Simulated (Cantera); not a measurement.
Cantera with NASA thermochemical tables; ideal gases at 1 bar, condensed phases pure. Values are per mole of reaction as written; species without (g) are pure solids or liquids, kept so even where they would boil at 1 bar.

4 NH3(g) + 8 N2(g) + P4O10 → 4 PH3(g) + 10 N2O(g)

| T (K) | ΔH° (kJ) | ΔS° (J/K) | ΔG° (kJ) | log10 K |
|---|---|---|---|---|
| 300 | 4031.4 | 508.2 | 3878.9 | -675.36 |
| 523 | 4019.0 | 477.5 | 3769.2 | -376.44 |
| 548 | [?] | [?] | [?] | [?] |
| 573 | 4015.7 | 471.7 | 3745.5 | -341.43 |
| 598 | 4014.0 | 468.8 | 3733.7 | -326.13 |
| 623 | [?] | [?] | [?] | [?] |
| 648 | [?] | [?] | [?] | [?] |
| 673 | 4008.5 | 460.1 | 3698.9 | -287.08 |

Question: Some entries are withheld; supply them.

Answer: 
- 548, ΔH° (kJ): 4017.4
- 548, ΔS° (J/K): 474.6
- 548, ΔG° (kJ): 3757.3
- 548, log10 K: -358.13
- 623, ΔH° (kJ): 4012.3
- 623, ΔS° (J/K): 465.9
- 623, ΔG° (kJ): 3722.0
- 623, log10 K: -312.06
- 648, ΔH° (kJ): 4010.4
- 648, ΔS° (J/K): 463.0
- 648, ΔG° (kJ): 3710.4
- 648, log10 K: -299.09
